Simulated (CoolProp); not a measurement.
Cyclohexane along the isobar 0.758 MPa: fugacity coefficient from the reference equation and from simpler models built on Tc = 553.6 K, pc = 4.081 MPa, ω = 0.209; each cubic takes its own stable root.

The numbers come from the reference Helmholtz-energy equation of state, Zhou 2014 in CoolProp.

| T (K) | phase | reference |
|---|---|---|
| 435.9 | liquid | 0.8172 |
| 441.7 | gas | 0.8699 |
| 447.4 | gas | 0.8754 |
| 453.2 | gas | 0.8806 |
| 458.9 | gas | 0.8855 |
| 464.6 | gas | 0.8901 |
| 470.4 | gas | 0.8945 |
| 476.1 | gas | 0.8986 |
| 481.9 | gas | 0.9025 |
| 487.6 | gas | 0.9062 |
| 493.4 | gas | 0.9097 |
| 499.1 | gas | 0.9130 |
| 504.8 | gas | 0.9162 |
| 510.6 | gas | 0.9192 |
| 516.3 | gas | 0.9220 |

**Question.** How far does each simpler model (van der Waals, Redlich-Kwong, Soave-Redlich-Kwong, Peng-Robinson) lie from the reference over these 15 states: mean and median of the absolute difference, and the worst?

**Answer.** 
- van der Waals: mean 3.1 %, median 2.5 %, worst +10.5 % at 435.9 K and 0.758 MPa
- Redlich-Kwong: mean 1.1 %, median 0.6 %, worst +7.3 % at 435.9 K and 0.758 MPa
- Soave-Redlich-Kwong: mean 0.2 %, median 0.1 %, worst +1.1 % at 435.9 K and 0.758 MPa
- Peng-Robinson: mean 0.7 %, median 0.7 %, worst -0.8 % at 510.6 K and 0.758 MPa

At some of these states van der Waals, Redlich-Kwong gives the other phase, because its saturation line lies elsewhere.
